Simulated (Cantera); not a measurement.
Mixture: 5.69 % CH₄, 0.796 % H₂, 19.6 % O₂, 73.9 % N₂, equivalence ratio 0.60, at 248 Torr, adiabatic and at constant volume. Ignition delay is the time to a rise of 400 K.

Cantera simulation using GRI-Mech 3.0 (53 species, 325 reactions); the numbers are that mechanism's predictions, not measurements.

Question: Predict: delay at 1100 K; delay at 1150 K; delay at 1200 K; delay at 1250 K; delay at 1300 K; delay at 1350 K; delay at 1400 K; apparent activation energy between 1300 and 1400 K.

Answer: 
| Quantity | Value |
|---|---|
| delay at 1100 K | 71.0 ms |
| delay at 1150 K | 38.0 ms |
| delay at 1200 K | 20.9 ms |
| delay at 1250 K | 11.8 ms |
| delay at 1300 K | 6.98 ms |
| delay at 1350 K | 4.31 ms |
| delay at 1400 K | 2.79 ms |
| apparent activation energy between 1300 and 1400 K | 140 kJ/mol |
